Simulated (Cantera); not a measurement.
# Equilibrium for carbon deposition, reforming and gasification: CO + H2O + H2

A closed system holds: 1 mol CO, 0.15 mol H2O, 11 mol H2, held at 11.0 Pa.

Method: chemical equilibrium by Gibbs-energy minimisation in Cantera with the NASA 1993 tables (ideal gas, pure condensed phases). Candidate condensed phases: C, C6H6, C7H8, C8H18, H2O; 131 gas species. Ions and electrons are included (thermal ionisation). The numbers say what is thermodynamically allowed, not how fast it happens.

From 3000 K to 5000 K nothing is condensed. The main C-bearing gas is CO at 3000 K and C at 5000 K.

```tsv
T (K)	x H	x O	x CO	x C	x H2	x e-	x C+	x H+
3000	0.947	0.00638	0.0428	1.38e-7	0.00396	4.88e-9	6.74e-12	4.13e-9
3500	0.951	0.00647	0.0426	7.26e-5	0.000285	2.65e-7	4.82e-8	2.06e-7
4000	0.947	0.0108	0.0381	0.00440	3.88e-5	1.17e-5	9.77e-6	1.82e-6
4500	0.927	0.0317	0.0161	0.0253	7.90e-6	0.000188	0.000175	1.19e-5
5000	0.913	0.0453	0.00181	0.0381	2.21e-6	0.00113	0.00104	8.48e-5
```
x: gas mole fraction; nothing condenses.
